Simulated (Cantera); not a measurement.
## Equilibrium for tantalum, niobium, vanadium and zirconium in process gases: Ta + H2O + O2

Feed: 1 mol Ta, 14 mol H2O, a varied amount of O2, at 1823 K and 10.0 Torr.

Method: chemical equilibrium by Gibbs-energy minimisation in Cantera with the NASA 1993 tables (ideal gas, pure condensed phases). Candidate condensed phases: H2O, Ta, Ta2O5; 12 gas species. Kinetics and transport are ignored.

| n(O2) (mol) | log p H2O | log p O2 | log p H2 | log p OH | log p H | log p O | log p HO2 | n Ta2O5(s) |
|---|---|---|---|---|---|---|---|---|
| 0.078 | -1.96 | -6.96 | -2.65 | -5.15 | -4.69 | -7.30 | -11.07 | 0.500 |
| 0.12 | -1.95 | -6.92 | -2.67 | -5.14 | -4.70 | -7.28 | -11.04 | 0.500 |
| 0.19 | -1.95 | -6.85 | -2.70 | -5.12 | -4.71 | -7.25 | -10.99 | 0.500 |
| 0.3 | -1.94 | -6.74 | -2.74 | -5.09 | -4.74 | -7.19 | -10.91 | 0.500 |
| 0.47 | -1.93 | -6.55 | -2.83 | -5.03 | -4.78 | -7.10 | -10.75 | 0.500 |
| 0.74 | -1.91 | -6.15 | -3.01 | -4.92 | -4.87 | -6.89 | -10.44 | 0.500 |
| 1.2 | -1.88 | -4.55 | -3.78 | -4.51 | -5.26 | -6.10 | -9.23 | 0.500 |
| 1.8 | -1.90 | -3.30 | -4.42 | -4.20 | -5.58 | -5.47 | -8.30 | 0.500 |
| 2.8 | -1.92 | -2.88 | -4.66 | -4.11 | -5.69 | -5.26 | -8.00 | 0.500 |
| 4.4 | -1.97 | -2.62 | -4.84 | -4.07 | -5.78 | -5.13 | -7.82 | 0.500 |
| 7 | -2.03 | -2.41 | -5.00 | -4.05 | -5.86 | -5.03 | -7.70 | 0.500 |
log p: log10 of the partial pressure in bar; n: condensed amount in mol.

From 0.078 mol O2 to 7 mol O2 the condensed part is Ta2O5(s).
